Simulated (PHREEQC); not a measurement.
Make-up at 30 °C: 9.8 mmol/kgw HCl, 0.086 mmol/kgw ZnSO4 and 0.16 mmol/kgw MgSO4. Closed to the air; pH follows from the charge balance.

Equilibrium calculation in PHREEQC: ion-association model, wateq4f.dat.

```
quantity                    before    after
------------------------  --------  -------
pH                            2.05     2.05
ionic strength (mol/kgw)    0.0106   0.0103
SO4-2 (mol/kgw)           0.000142  9.27e-5
HSO4- (mol/kgw)            9.99e-5  6.56e-5
```

**Question.** What was changed between the two runs?
A. temperature from 30 to 25 °C
B. MgSO4 replaced by Al2(SO4)3 at the same molality
C. ZnSO4 left out
D. ZnSO4 from 8.6e-05 to 0.000129 mol/kgw
E. MgSO4 from 0.00016 to 3.2e-05 mol/kgw

**Answer.** C, ZnSO4 left out

No solid was allowed to form.
